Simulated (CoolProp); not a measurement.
A single-stage vapour-compression cycle with the fluid: evaporating at 193.15 K (dew point), condensing at 241.15 K (bubble point), superheat 0 K, subcooling 5 K, compressor efficiency 0.9, no pressure losses. The same conditions are run with several fluids, on thermodynamics alone (safety and materials aside).

Values from CoolProp's reference Helmholtz-energy equation of state of each fluid (CH3F (R41): Lemmon 2006; carbonyl sulfide: Lemmon 2006; C2F6 (R116): Lemmon 2006; propane: Lemmon 2009; ethylene: Smukala 2000; R13: Platzer 1990). The equations of Platzer and Polt are older, rougher fits.

### Question
Rank CH3F (R41), carbonyl sulfide, C2F6 (R116), propane, ethylene, R13 by cooling COP, highest first.

### Answer
propane (3.12), carbonyl sulfide (2.99), R13 (2.94), CH3F (R41) (2.91), ethylene (2.79), C2F6 (R116) (2.77)

```csv
fluid,pressure ratio,discharge temperature (K),refrigerating effect (kJ/kg),volumetric capacity (kJ/m³)
CH3F (R41),8.28,326.8,398,813
carbonyl sulfide,11.0,336.8,277,208
C2F6 (R116),7.81,246.0,74.7,612
propane,11.9,279.9,368,133
ethylene,5.38,293.5,330,2130
R13,7.22,269.7,108,803
```
